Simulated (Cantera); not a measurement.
A diamond (100) surface in a fixed gas of H2 with x(CH4) = 0.0028, x(H) = 0.024, x(CH3) = 0.00012, 44.3 Torr; coverages are run to steady state.

Cantera simulation using the Harris–Goodwin 1993 mechanism for the reconstructed diamond (100) surface; the numbers are that mechanism's predictions, not measurements.

θ: site fractions in the mechanism's names (c6HH fully hydrogenated, c6H* and c6*H radical sites, c6** diradical, c6HM methylated).

```
T (K)  growth (µm/h)  θ c6HH  θ c6H*  θ c6*H   θ c6**  θ c6HM
-----  -------------  ------  ------  ------  -------  ------
925             2.56   0.664  0.0124   0.313  0.00548       …
1000            3.73   0.594  0.0185   0.374  0.00981       …
1075            4.95   0.530  0.0256   0.426   0.0160       …
1150            5.70   0.472  0.0334   0.468   0.0242       …
1225            5.06   0.421  0.0414   0.502   0.0346       …
1300            3.53   0.377  0.0496   0.526   0.0468       …
1375            2.63   0.339  0.0575   0.543   0.0608       …
```

Task: What belongs in the gaps?

Result: 
- 925, θ c6HM: 0.00376
- 1000, θ c6HM: 0.00271
- 1075, θ c6HM: 0.00195
- 1150, θ c6HM: 0.00131
- 1225, θ c6HM: 0.000692
- 1300, θ c6HM: 0.000263
- 1375, θ c6HM: 8.10e-5
